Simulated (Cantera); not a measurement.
# Ignition delay

Mixture: CH₄ : H₂ : O₂ : N₂ = 1 : 0.052 : 2.23 : 8.37 (molar parts), equivalence ratio 0.91, at 55000 Pa, adiabatic and at constant pressure. Ignition delay is the time to a rise of 400 K.

Model: GRI-Mech 3.0 (53 species, 325 reactions), integrated in Cantera.

```
T0 (K)  delay (ms)
------  ----------
1198          40.9
1298          11.5
1398          3.72
1498          1.41
1598         0.629
1698         0.317
1798         0.174
1898         0.103
```

The apparent activation energy between 1698 and 1898 K is 150 kJ/mol.
